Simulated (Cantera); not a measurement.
An isothermal plug-flow reactor at 873 K and 195 Torr (inlet), inlet velocity 1.1 m/s, active area per volume 120 1/m; feed H2 : O2 : N2 = 0.0032 : 0.021 : 0.79 (molar parts).

Model: Deutschmann's 1995 Pt surface mechanism with GRI-Mech 3.0 gas chemistry, integrated in Cantera. Catalytic surfaces can have several steady states; this one follows from the mechanism file's or the stated starting coverage. Mass transfer to the wall is taken as infinitely fast.

Question: What does this change do: temperature 873 to 525 K?

Answer: 
```
quantity                  before     after
----------------------  --------  --------
x(H2) at z = 0.033 m    1.70e-12  0.000154
x(O2) at z = 0.033 m      0.0239    0.0239
x(H2O) at z = 0.033 m    0.00394   0.00378
θ(free Pt) at the exit     0.186   0.00972
θ(O*) at the exit          0.813     0.987
```
